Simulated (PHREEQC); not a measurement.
Make-up at 25 °C: 26 mmol/kgw NaHSO4, 170 mmol/kgw NaF and 170 mmol/kgw KCl. Closed to the air; pH follows from the charge balance.

The numbers come from PHREEQC with the ion-association model, phreeqc.dat.

```csv
quantity,before,after
pH,3.83,4.09
ionic strength (mol/kgw),0.369,0.366
Na+ (mol/kgw),0.186,0.186
SO4-2 (mol/kgw),0.0176,0.0160
KSO4- (mol/kgw),0.00445,0.00599
NaSO4- (mol/kgw),0.00388,0.00391
SI of Sylvite (KCl),-2.80,-2.96
SI of Halite (NaCl),-3.38,-3.42
```

Q: What was changed between the two runs?
A) NaHSO4 from 0.026 to 0.0026 mol/kgw
B) temperature from 25 to 10 °C
C) temperature from 25 to 55 °C
D) KCl from 0.17 to 0.034 mol/kgw
E) diluted 100-fold with water

A: C, temperature from 25 to 55 °C

No solid was allowed to form. Away from 25 °C the constants follow the database's enthalpies or fits; those with neither stay at their 25 °C values.
